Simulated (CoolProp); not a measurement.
Model: reference Helmholtz-energy equation of state, Schmidt 1985, in CoolProp.

**Question.** For oxygen, give the phase and the conductivity (mW/(m K)) at 87.4 K and 26.8 MPa; 126.8 K and 26.8 MPa; 142.5 K and 26.8 MPa.

**Answer.** 
- 87.4 K and 26.8 MPa: liquid; conductivity 172
- 126.8 K and 26.8 MPa: liquid; conductivity 126
- 142.5 K and 26.8 MPa: liquid; conductivity 110

Thermal conductivity comes from a separate model (Lemmon 2004).
